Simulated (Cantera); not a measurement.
Feed: 1 mol SiH4, 2.3 mol NH3, 28 mol N2, held at 0.00133 bar.

These are equilibrium values from Cantera (NASA tables, ideal gas, pure condensed phases), not measurements of a reactor. Candidate condensed phases: Si, Si3N4; 18 gas species. Gases not in the tables: Si2H6 and higher silanes. Kinetics and transport are ignored.

Question: Which condensed phases are stable at each of these points (T (K)): 773, 973, 1173, 1373, 1573, 1773, 1973, 2173?

Answer: 
| T (K) | condensed phases | Si condensed (%) |
|---|---|---|
| 773 | Si3N4(s) | 100.0 |
| 973 | Si3N4(s) | 100.0 |
| 1173 | Si3N4(s) | 100.0 |
| 1373 | Si3N4(s) | 100.0 |
| 1573 | Si3N4(s) | 100.0 |
| 1773 | Si(l) | 93.9 |
| 1973 | Si(l) | 9.5 |
| 2173 | gas only | 0.0 |

From 773 K to 1573 K the condensed part is Si3N4(s). From 1773 K to 1973 K the condensed part is Si(l). At 2173 K nothing is condensed.
